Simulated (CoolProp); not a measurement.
Hexamethyldisiloxane (MM) at several states: fugacity coefficient from the reference equation and from simpler models built on Tc = 518.7 K, pc = 1.931 MPa, ω = 0.418; each cubic takes its own stable root.

Model: reference Helmholtz-energy equation of state, Thol 2016, in CoolProp.

| T (K) | p (MPa) | phase | reference |
|---|---|---|---|
| 585.7 | 0.02 | gas | 0.9976 |
| 214.8 | 0.436 | liquid | 2.312e-5 |
| 537.8 | 0.115 | gas | 0.9813 |
| 569 | 0.0727 | gas | 0.9904 |
| 379.7 | 0.0733 | gas | 0.9595 |
| 307.8 | 0.445 | liquid | 0.02058 |

### Question
How far does each simpler model (van der Waals, Redlich-Kwong, Soave-Redlich-Kwong) lie from the reference over these 6 states: mean and median of the absolute difference, and the worst?

### Answer
- van der Waals: mean 23626.4 %, median 1.0 %, worst +140211.4 % at 214.8 K and 0.436 MPa
- Redlich-Kwong: mean 395.9 %, median 0.5 %, worst +2085.1 % at 214.8 K and 0.436 MPa
- Soave-Redlich-Kwong: mean 1.8 %, median 0.2 %, worst +10.0 % at 214.8 K and 0.436 MPa
